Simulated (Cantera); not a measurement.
Feed: 1 mol Si(CH3)4, 4 mol HCl, 2.4 mol H2, at 0.0133 bar.

Cantera equilibrium calculation (NASA polynomials, part measured and part estimated; ideal gas, pure solids and liquids). Candidate condensed phases: C, C6H6, C7H8, C8H18, Si, SiC; 109 gas species. Rates play no part.

### Question
What share of the Si ends up in condensed phases as a function of T (K), at 1048, 1098, 1148, 1198, 1248, 1298, 1348, 1398, 1448, 1498, 1548, 1598, 1648, 1698?

### Answer
```json
[
 {"T (K)": "1048", "Si condensed (%)": "64.1", "as": "SiC(s)"},
 {"T (K)": "1098", "Si condensed (%)": "75.4", "as": "SiC(s)"},
 {"T (K)": "1148", "Si condensed (%)": "84.4", "as": "SiC(s)"},
 {"T (K)": "1198", "Si condensed (%)": "90.6", "as": "SiC(s)"},
 {"T (K)": "1248", "Si condensed (%)": "94.1", "as": "SiC(s)"},
 {"T (K)": "1298", "Si condensed (%)": "95.8", "as": "SiC(s)"},
 {"T (K)": "1348", "Si condensed (%)": "96.3", "as": "SiC(s)"},
 {"T (K)": "1398", "Si condensed (%)": "96.3", "as": "SiC(s)"},
 {"T (K)": "1448", "Si condensed (%)": "95.9", "as": "SiC(s)"},
 {"T (K)": "1498", "Si condensed (%)": "95.2", "as": "SiC(s)"},
 {"T (K)": "1548", "Si condensed (%)": "94.3", "as": "SiC(s)"},
 {"T (K)": "1598", "Si condensed (%)": "93.2", "as": "SiC(s)"},
 {"T (K)": "1648", "Si condensed (%)": "92.0", "as": "SiC(s)"},
 {"T (K)": "1698", "Si condensed (%)": "90.7", "as": "SiC(s)"}
]
```
